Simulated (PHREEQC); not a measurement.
A PHREEQC input (ion-association model, phreeqc.dat):

```
SOLUTION 1
  temp 20
  units mg/L
  pH 7.24
  pe 1.6
  Na 130
  K 9.23
  Ca 104
  Mg 6.28
  Cl 33.7
  S(6) 262 as SO4
  Alkalinity 311 as HCO3 charge
  Ba 0.713
END
USE solution 1
EQUILIBRIUM_PHASES 1
  Gypsum 0 0
  CO2(g) -2 10
END
```

It stops with these messages:

```
ERROR: Alkalinity cannot be used with charge balance or solution phase boundary constraints.
ERROR: Program terminating due to input errors.
```

The fault: charge balance asked on alkalinity. The line should read `as HCO3` where the input has `as HCO3 charge`. With the mend the run ends at pH 7.43 and ionic strength 0.0154 mol/kgw.
